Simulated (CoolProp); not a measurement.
Oxygen along the isobar 11.6 MPa: density (kg/m³) from the reference equation and from simpler models built on Tc = 154.6 K, pc = 5.046 MPa, ω = 0.022; each cubic takes its own stable root.

Model: reference Helmholtz-energy equation of state, Schmidt 1985, in CoolProp. Above 300 K oxygen's equation is extrapolated.

| T (K) | phase | reference | Redlich-Kwong | Peng-Robinson |
|---|---|---|---|---|
| 121.1 | liquid | 1015 | 1009 | 1132 |
| 156.8 | supercritical | 776.6 | 726.6 | 806.4 |
| 192.4 | supercritical | 387.4 | 375.1 | 392.7 |
| 228 | supercritical | 243.4 | 243.0 | 249.8 |
| 263.7 | supercritical | 188.5 | 189.3 | 192.7 |
| 299.3 | supercritical | 157.2 | 158.3 | 160.2 |
| 334.9 | supercritical | 136.2 | 137.3 | 138.3 |
| 370.5 | supercritical | 120.8 | 121.9 | 122.4 |
| 406.2 | supercritical | 108.8 | 109.9 | 110.1 |
